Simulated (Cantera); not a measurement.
Feed: 1 mol Pb, a varied amount of O2, 3.5 mol N2, equilibrated at 650 °C and 10.0 Torr.

Equilibrium computed with Cantera from the NASA thermochemical tables; the gas is ideal and each condensed phase is pure. Candidate condensed phases: Pb, PbO, PbO2, Pb3O4; 12 gas species. Kinetics and transport are ignored.

Q: Which condensed phases are stable at each of these points (n(O2) (mol)): 0.33, 0.44, 0.57, 0.75, 0.98, 1.3, 1.7?

A: 
```
n(O2) (mol)     condensed phases  Pb condensed (%)
-----------  -------------------  ----------------
0.33         Pb(l) + PbO(yellow)              99.9
0.44         Pb(l) + PbO(yellow)              99.9
0.57                 PbO(yellow)             100.0
0.75                 PbO(yellow)             100.0
0.98                 PbO(yellow)             100.0
1.3                  PbO(yellow)             100.0
1.7                  PbO(yellow)             100.0
```

From 0.33 mol O2 to 0.44 mol O2 the condensed part is Pb(l) + PbO(yellow). From 0.57 mol O2 to 1.7 mol O2 the condensed part is PbO(yellow).
